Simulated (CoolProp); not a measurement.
Computed with CoolProp (reference Helmholtz-energy equation of state, Lemmon 2006). It is a short technical equation, of lower accuracy than the large ones.

**Question.** For R142b, give the phase and the cp (kJ/(kg K)), cv (kJ/(kg K)), Joule-Thomson coefficient (K/MPa) at 196.85 °C and 149 kPa; 196.85 °C and 10100 kPa.

**Answer.** 
- 196.85 °C and 149 kPa: gas; cp 1.09, cv 1.00, Joule-Thomson coefficient 6.66
- 196.85 °C and 10100 kPa: supercritical; cp 1.95, cv 1.10, Joule-Thomson coefficient 3.22
